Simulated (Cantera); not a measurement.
A freely propagating, adiabatic, planar premixed flame of 11.6 % CH4, 23.3 % O2, 65.1 % N2, equivalence ratio 1.0, unburnt at 500 K and 5.00 bar; mixture-averaged transport, grid criteria slope 0.08 and curve 0.16, no radiation.

Detailed kinetics in Cantera: GRI-Mech 3.0 (53 species, 325 reactions). Burning velocities carry a grid error of a few per cent, more on coarse grids.

x: mole fraction of selected species; z is measured from the peak of heat release.

```csv
z (mm),T (K),u (m/s),x CH4,x O2,x N2O,x C2H6,x HCN,x C2H4
-0.223,500,0.883,0.116,0.232,<1e-8,2.12e-8,<1e-8,1.80e-8
-0.148,502,0.888,0.116,0.232,<1e-8,4.50e-7,<1e-8,3.35e-7
-0.111,512,0.907,0.115,0.231,<1e-8,3.48e-6,<1e-8,2.33e-6
-0.0742,…,1.05,0.109,0.224,<1e-8,5.40e-5,9.89e-8,3.05e-5
-0.0371,…,1.96,0.0751,0.180,4.34e-8,0.000780,1.29e-6,0.000396
-0.0186,…,2.88,0.0400,0.128,1.16e-7,0.000981,3.25e-6,0.000820
0,…,3.72,0.00895,0.0718,2.31e-7,0.000101,6.36e-6,0.000443
0.0186,2210,4.07,0.000590,0.0398,3.61e-7,4.23e-7,5.45e-6,2.02e-5
0.0371,2283,4.19,1.99e-5,0.0287,4.54e-7,<1e-8,2.01e-6,2.14e-7
0.0742,2369,4.31,3.52e-8,0.0221,5.04e-7,<1e-8,2.06e-7,<1e-8
0.148,2461,4.46,<1e-8,0.0178,5.28e-7,<1e-8,<1e-8,<1e-8
0.297,2534,4.57,<1e-8,0.0145,5.49e-7,<1e-8,<1e-8,<1e-8
0.594,2570,4.62,<1e-8,0.0127,5.55e-7,<1e-8,<1e-8,<1e-8
```

Question: Some entries are withheld; supply them.

Answer: 
- -0.0742, T (K): 590
- -0.0371, T (K): 1081
- -0.0186, T (K): 1570
- 0, T (K): 2015
